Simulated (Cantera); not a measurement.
Input: 1 mol SiCl₄, 510 mol H₂, at 1198.15 K and 45.0 mbar.

Method: chemical equilibrium by Gibbs-energy minimisation in Cantera with the NASA 1993 tables (ideal gas, pure condensed phases). Candidate condensed phases: Si; 19 gas species. Rates play no part.

Base state: H₂ 0.992, HCl 0.00748, SiCl₂ 0.000133 (mole fractions); condensed: Si(s).

Task: What changes in the equilibrium state with this change: SiCl₄ replaced by Si₂Cl₆?

Result: 
| species | before | after |
|---|---|---|
| H₂ | 0.992 | 0.989 |
| HCl | 0.00748 | 0.0109 |
| SiCl₂ | 0.000133 | 0.000284 |
| SiCl₄ | 2.51e-6 | 1.15e-5 |
| SiCl₃ | 6.14e-6 | 1.92e-5 |
| SiHCl₃ | 8.95e-6 | 2.79e-5 |
| Si(s), mol | 0.921 | 1.82 |
The feed counts by its element totals alone. The tables' values for SiCl₃ are old estimates; treat these amounts as uncertain.

Task: What changes in the equilibrium state with this change: H₂ from 510 to 9.2 mol?

Result: 
```json
[
 {"species": "H₂", "before": "0.992", "after": "0.829"},
 {"species": "HCl", "before": "0.00748", "after": "0.0805"},
 {"species": "SiCl₄", "before": "2.51e-6", "after": "0.0482"},
 {"species": "SiCl₃", "before": "6.14e-6", "after": "0.0100"},
 {"species": "SiHCl₃", "before": "8.95e-6", "after": "0.0134"},
 {"species": "SiCl₂", "before": "0.000133", "after": "0.0184"},
 {"species": "SiH₂Cl₂", "before": "4.18e-6", "after": "0.000484"},
 {"species": "Si(s), mol", "before": "0.921", "after": "0.0507"}
]
```
The tables' values for SiCl₃ are old estimates; treat these amounts as uncertain.
